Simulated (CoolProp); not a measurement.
A simple Rankine cycle with water: condensing at 333.15 K, boiler at 5.71 MPa, turbine inlet 695.5 K, turbine efficiency 0.85, pump efficiency 0.7, no recuperator. Each further row changes one setting.

Model: reference Helmholtz-energy equation of state, Wagner 2002, in CoolProp.

| case | thermal efficiency (%) | net work (kJ/kg) | heat in (kJ/kg) | turbine exit temperature (K) | volume ratio over the turbine |
|---|---|---|---|---|---|
| as stated | 29.6 | 883 | 2980 | 333.1 | 130 |
| turbine inlet 715.5 K | 29.9 | 905 | 3030 | 333.1 | 127 |
| condensing temperature 325.15 K | 30.6 | 923 | 3010 | 325.2 | 184 |
| boiler pressure 4 MPa | 28.4 | 854 | 3010 | 333.1 | 91.8 |
| turbine efficiency 0.75 | 26.1 | 778 | 2980 | 333.1 | 137 |

The expansion ends wet for: as stated; turbine inlet 715.5 K; condensing temperature 325.15 K; boiler pressure 4 MPa; turbine efficiency 0.75.
